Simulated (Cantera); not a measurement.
An isothermal, constant-pressure homogeneous reactor starts with 19.0 % CH₄, 38.0 % H₂O, 42.9 % H₂, at 1598 K and 100.0 Torr.

Computed with Cantera and GRI-Mech 3.0 (53 species, 325 reactions).

x: mole fraction; the columns are a selection and need not sum to one.

```json
[
 {"t (s)": "4.00e-6", "x CH₄": "0.190", "x H₂O": "0.380", "x H₂": "0.429", "x HO₂": "<1e-12", "x CH₂CO": "<1e-12", "x OH": "(withheld)"},
 {"t (s)": "1.24e-5", "x CH₄": "0.190", "x H₂O": "0.380", "x H₂": "0.429", "x HO₂": "<1e-12", "x CH₂CO": "<1e-12", "x OH": "(withheld)"},
 {"t (s)": "3.86e-5", "x CH₄": "0.190", "x H₂O": "0.380", "x H₂": "0.429", "x HO₂": "<1e-12", "x CH₂CO": "<1e-12", "x OH": "(withheld)"},
 {"t (s)": "0.000120", "x CH₄": "0.190", "x H₂O": "0.380", "x H₂": "0.429", "x HO₂": "<1e-12", "x CH₂CO": "<1e-12", "x OH": "(withheld)"},
 {"t (s)": "0.000372", "x CH₄": "0.190", "x H₂O": "0.380", "x H₂": "0.429", "x HO₂": "<1e-12", "x CH₂CO": "<1e-12", "x OH": "(withheld)"},
 {"t (s)": "0.00116", "x CH₄": "0.190", "x H₂O": "0.380", "x H₂": "0.430", "x HO₂": "<1e-12", "x CH₂CO": "1.03e-11", "x OH": "(withheld)"},
 {"t (s)": "0.00359", "x CH₄": "0.189", "x H₂O": "0.380", "x H₂": "0.430", "x HO₂": "<1e-12", "x CH₂CO": "6.00e-9", "x OH": "1.98e-6"},
 {"t (s)": "0.0111", "x CH₄": "0.185", "x H₂O": "0.379", "x H₂": "0.434", "x HO₂": "<1e-12", "x CH₂CO": "3.59e-7", "x OH": "2.15e-6"},
 {"t (s)": "0.0346", "x CH₄": "0.172", "x H₂O": "0.375", "x H₂": "0.445", "x HO₂": "<1e-12", "x CH₂CO": "2.82e-6", "x OH": "2.15e-6"},
 {"t (s)": "0.107", "x CH₄": "0.142", "x H₂O": "0.365", "x H₂": "0.472", "x HO₂": "<1e-12", "x CH₂CO": "8.88e-6", "x OH": "2.14e-6"},
 {"t (s)": "0.334", "x CH₄": "0.0909", "x H₂O": "0.345", "x H₂": "0.521", "x HO₂": "<1e-12", "x CH₂CO": "1.75e-5", "x OH": "2.15e-6"},
 {"t (s)": "1.04", "x CH₄": "0.0429", "x H₂O": "0.315", "x H₂": "0.575", "x HO₂": "<1e-12", "x CH₂CO": "2.18e-5", "x OH": "2.17e-6"},
 {"t (s)": "3.22", "x CH₄": "0.0231", "x H₂O": "0.268", "x H₂": "0.621", "x HO₂": "<1e-12", "x CH₂CO": "1.55e-5", "x OH": "(withheld)"},
 {"t (s)": "10.0", "x CH₄": "0.0147", "x H₂O": "0.204", "x H₂": "0.671", "x HO₂": "<1e-12", "x CH₂CO": "5.99e-6", "x OH": "(withheld)"}
]
```

Task: What belongs in the gaps?

Result: 
- 4.00e-6, x OH: 7.92e-9
- 1.24e-5, x OH: 1.78e-8
- 3.86e-5, x OH: 4.74e-8
- 0.000120, x OH: 1.39e-7
- 0.000372, x OH: 4.15e-7
- 0.00116, x OH: 1.11e-6
- 3.22, x OH: 1.92e-6
- 10.0, x OH: 1.41e-6
